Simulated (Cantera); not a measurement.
## Equilibrium for boron, boron nitride and boron oxide: BCl3 + H2O + H2

A closed system holds: 1 mol BCl3, a varied amount of H2O, 37 mol H2, held at 1.00 bar.

These are equilibrium values from Cantera (NASA tables, ideal gas, pure condensed phases), not measurements of a reactor. Candidate condensed phases: B, B2O3, B3O3H3, H2O; 33 gas species. Mutual solubility and eutectic melting of coexisting phases are not modelled. The tables' values for BCl2 are old estimates. Gases not in the tables: H3BO3. The numbers say what is thermodynamically allowed, not how fast it happens.

**Question.** Map the stable condensed phases over T = 1098, 1173, 1248, 1323, 1398, 1473, 1548, 1623, 1698, 1773, 1848 K and n(H2O) in mol = 0.14, 0.27, 0.5, 0.92, 1.7, 3.2, 5.9, 11.

**Answer.** 
```
T in K \ n(H2O) in mol
         0.14 0.27  0.5 0.92  1.7  3.2  5.9   11
   1848     A    A    A    A    B    B    B    B
   1773     A    A    A    A    C    B    B    B
   1698     A    A    A    A    C    C    B    B
   1623     A    A    A    A    C    C    C    B
   1548     A    A    A    A    C    C    C    C
   1473     A    A    A    D    C    C    C    C
   1398     A    A    A    D    C    C    C    C
   1323     A    A    A    C    C    C    C    C
   1248     A    A    A    C    C    C    C    C
   1173     A    A    A    C    C    C    C    C
   1098     A    A    A    C    C    C    C    C
```
A: B; B: gas only; C: B2O3; D: B + B2O3.
